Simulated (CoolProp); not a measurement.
Vapour-liquid equilibrium of R113 (1) + acetone (2) at 29.15 °C; x and y are mole fractions of (1).

Computed with CoolProp (multi-fluid Helmholtz-energy mixture model, Marx 1992 and Lemmon 2006; pair parameters Bell 2016).

**Question.** Give the bubble pressure and the first vapour's composition at x = 0.275, 0.5, 0.95. Is there an azeotrope?

**Answer.** x = 0.275: 53.56 kPa, y = 0.462; x = 0.5: 58.11 kPa, y = 0.593; x = 0.95: 55.05 kPa, y = 0.912. y crosses x between x = 0.65 and 0.725: the model has an azeotrope there.

Pair parameters are fitted to limited data, so mixtures are less certain than the pure fluids.
